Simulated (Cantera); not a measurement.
Input (Python, Cantera) and output of one run.

```python
import numpy as np
import cantera as ct

gas_names = """
    F FO FO2 F2 F2O H HF HNO HNO2 HNO3 HOF HO2 H2 H2F2 H2O H2O2 H3F3 H4F4 H5F5 H6F6 H7F7 N NF NF2 NF3 NH
    NH2 NH3 NH2OH NO NO2 NO3 N2 N2H2 N2H4 N2O O OH O2 O3
""".split()
cond_names = """
    H2O(s) H2O(L)
""".split()


# ... load() reads the species with a 1 bar reference pressure and builds the phases ...
atoms = {
    'NF3': {'N': 1, 'F': 3},
    'H2O': {'H': 2, 'O': 1},
    'O2': {'O': 2},
}
top_T = {}  # K; cautious upper limits of use, not melting points


# ... equilibrate(T, P, feed) seeds the gas with the atoms and calls Mixture.equilibrate('TP', solver="vcs", rtol=1e-11, max_steps=5000) ...
results = []
feed = {'NF3': 1, 'H2O': 0.061, 'O2': 7.1}  # mol
T = 1475  # K
P = 720  # Pa
mix = equilibrate(T, P, feed)
results.append((T, P, feed, dict(zip(mix.species_names, mix.species_moles))))
print(gas.report(threshold=1e-06))
for i in range(1, mix.n_phases):
    print(f"{mix.phase(i).name:16s} {mix.phase_moles(i):12.5e} mol")
```

It prints:

```
       temperature   1475 K
          pressure   720 Pa
           density   0.001653 kg/m^3
  mean mol. weight   28.156 kg/kmol
   phase of matter   gas

                          1 kg             1 kmol
                     ---------------   ---------------
          enthalpy        1.9194e+06        5.4042e+07  J
   internal energy        1.4838e+06        4.1778e+07  J
           entropy             10188        2.8684e+05  J/K
    Gibbs function       -1.3107e+07       -3.6905e+08  J
 heat capacity c_p            1141.3             32135  J/K
 heat capacity c_v            846.03             23821  J/K

                      mass frac. Y      mole frac. X     chem. pot. / RT
                     ---------------   ---------------   ---------------
                 F           0.18257           0.27057           -20.983
                FO        6.6562e-06         5.355e-06           -37.514
                F2        0.00012008        8.8981e-05           -41.966
                HF         0.0081553          0.011477           -55.359
                NO         0.0005015        0.00047058           -33.509
                N2          0.046567          0.046803           -33.956
                 O        1.5742e-05        2.7703e-05           -16.531
                O2           0.76206           0.67056           -33.062
     [  +32 minor]        1.9683e-06        1.1274e-06
```

These are equilibrium values from Cantera (NASA tables, ideal gas, pure condensed phases), not measurements of a reactor.
